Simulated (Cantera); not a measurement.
Charge: 1 mol TiO2, 0.81 mol C, 0.099 mol CO, held at 1800 K and 5.20 bar.

These are equilibrium values from Cantera (NASA tables, ideal gas, pure condensed phases), not measurements of a reactor. Candidate condensed phases: C, Ti, TiC, TiO, TiO2, Ti2O3, Ti3O5, Ti4O7; 15 gas species. Mutual solubility and eutectic melting of coexisting phases are not modelled. TiC: taken at fixed stoichiometry. The numbers say what is thermodynamically allowed, not how fast it happens.

Base state: CO 1.000, CO2 0.000491 (mole fractions); condensed: TiC(s) + Ti3O5(s).

### Question
What changes in the equilibrium state with this change: temperature from 1800 K to 1375 K?

### Answer
```json
[
 {"species": "CO", "before": "1.000", "after": "0.989"},
 {"species": "CO2", "before": "0.000491", "after": "0.0113"},
 {"species": "TiC(s), mol", "before": "0.179", "after": "0"},
 {"species": "Ti3O5(s), mol", "before": "0.274", "after": "0"},
 {"species": "C(graphite), mol", "before": "0", "after": "0.811"},
 {"species": "TiO2(rutile), mol", "before": "0", "after": "1.00"}
]
```
